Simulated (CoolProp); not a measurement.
Vapour-liquid equilibrium of cyclopropane (1) + R134a (2) at 13.2 bar; x and y are mole fractions of (1).

Model: multi-fluid Helmholtz-energy mixture model, Polt 1992 and Tillner-Roth 1994; pair parameters Bell 2016, in CoolProp. This equation is an older, rougher fit; its heat capacities, sound speeds and derivatives of the liquid may be far off and weren't checked against measurements.

```json
[
 {"x": "0.05", "bubble temperature (°C)": "47.4", "y at the bubble point": "0.094", "dew temperature at overall composition x (°C)": "48.6", "liquid density (mol/L)": "10.95"},
 {"x": "0.2", "bubble temperature (°C)": "41.8", "y at the bubble point": "0.300", "dew temperature at overall composition x (°C)": "44.4", "liquid density (mol/L)": "11.34"},
 {"x": "0.35", "bubble temperature (°C)": "39.1", "y at the bubble point": "0.428", "dew temperature at overall composition x (°C)": "40.6", "liquid density (mol/L)": "11.69"},
 {"x": "0.5", "bubble temperature (°C)": "38.1", "y at the bubble point": "0.519", "dew temperature at overall composition x (°C)": "38.2", "liquid density (mol/L)": "12.08"},
 {"x": "0.65", "bubble temperature (°C)": "38.4", "y at the bubble point": "0.602", "dew temperature at overall composition x (°C)": "39.0", "liquid density (mol/L)": "12.54"},
 {"x": "0.8", "bubble temperature (°C)": "40.2", "y at the bubble point": "0.707", "dew temperature at overall composition x (°C)": "42.7", "liquid density (mol/L)": "13.09"},
 {"x": "0.95", "bubble temperature (°C)": "45.7", "y at the bubble point": "0.895", "dew temperature at overall composition x (°C)": "47.4", "liquid density (mol/L)": "13.62"}
]
```

y crosses x between x = 0.5 and 0.65: the model has an azeotrope there.

The pair parameters rest on a limited set of measurements; away from them the model extrapolates.
